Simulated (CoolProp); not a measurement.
Vapour-liquid equilibrium of p-xylene (1) + n-decane (2) at 44.35 °C; x and y are mole fractions of (1).

Values from CoolProp's multi-fluid Helmholtz-energy mixture model, Zhou 2012 and Lemmon 2006; pair parameters Bell 2016.

```json
[
 {"x": "0.05", "bubble pressure, mixture model (bar)": "[?]", "bubble pressure, Raoult's law (bar)": "0.007670", "y, mixture model": "0.247", "y, Raoult's law": "0.215"},
 {"x": "0.125", "bubble pressure, mixture model (bar)": "0.01037", "bubble pressure, Raoult's law (bar)": "0.009674", "y, mixture model": "[?]", "y, Raoult's law": "0.427"},
 {"x": "0.2", "bubble pressure, mixture model (bar)": "0.01262", "bubble pressure, Raoult's law (bar)": "0.01168", "y, mixture model": "0.595", "y, Raoult's law": "0.566"},
 {"x": "0.275", "bubble pressure, mixture model (bar)": "0.01475", "bubble pressure, Raoult's law (bar)": "0.01368", "y, mixture model": "[?]", "y, Raoult's law": "0.664"},
 {"x": "0.35", "bubble pressure, mixture model (bar)": "[?]", "bubble pressure, Raoult's law (bar)": "0.01568", "y, mixture model": "[?]", "y, Raoult's law": "0.737"},
 {"x": "0.425", "bubble pressure, mixture model (bar)": "0.01877", "bubble pressure, Raoult's law (bar)": "0.01769", "y, mixture model": "[?]", "y, Raoult's law": "0.794"},
 {"x": "0.5", "bubble pressure, mixture model (bar)": "0.02068", "bubble pressure, Raoult's law (bar)": "0.01969", "y, mixture model": "0.838", "y, Raoult's law": "0.839"},
 {"x": "0.575", "bubble pressure, mixture model (bar)": "0.02256", "bubble pressure, Raoult's law (bar)": "0.02169", "y, mixture model": "0.872", "y, Raoult's law": "0.876"},
 {"x": "0.65", "bubble pressure, mixture model (bar)": "0.02440", "bubble pressure, Raoult's law (bar)": "0.02370", "y, mixture model": "0.901", "y, Raoult's law": "0.906"},
 {"x": "0.725", "bubble pressure, mixture model (bar)": "0.02624", "bubble pressure, Raoult's law (bar)": "0.02570", "y, mixture model": "0.926", "y, Raoult's law": "0.932"},
 {"x": "0.8", "bubble pressure, mixture model (bar)": "0.02807", "bubble pressure, Raoult's law (bar)": "0.02770", "y, mixture model": "0.948", "y, Raoult's law": "0.954"},
 {"x": "0.875", "bubble pressure, mixture model (bar)": "0.02992", "bubble pressure, Raoult's law (bar)": "0.02971", "y, mixture model": "[?]", "y, Raoult's law": "0.973"},
 {"x": "0.95", "bubble pressure, mixture model (bar)": "[?]", "bubble pressure, Raoult's law (bar)": "0.03171", "y, mixture model": "0.988", "y, Raoult's law": "0.990"}
]
```

**Question.** Fill in the missing entries.

**Answer.** 
- 0.05, bubble pressure, mixture model (bar): 0.007995
- 0.125, y, mixture model: 0.463
- 0.275, y, mixture model: 0.683
- 0.35, bubble pressure, mixture model (bar): 0.01680
- 0.35, y, mixture model: 0.748
- 0.425, y, mixture model: 0.798
- 0.875, y, mixture model: 0.969
- 0.95, bubble pressure, mixture model (bar): 0.03178

The largest gap from Raoult's law is +8.0 % in bubble pressure, at x = 0.2. No azeotrope shows between x = 0.05 and 0.95.

Pair parameters are fitted to limited data, so mixtures are less certain than the pure fluids.
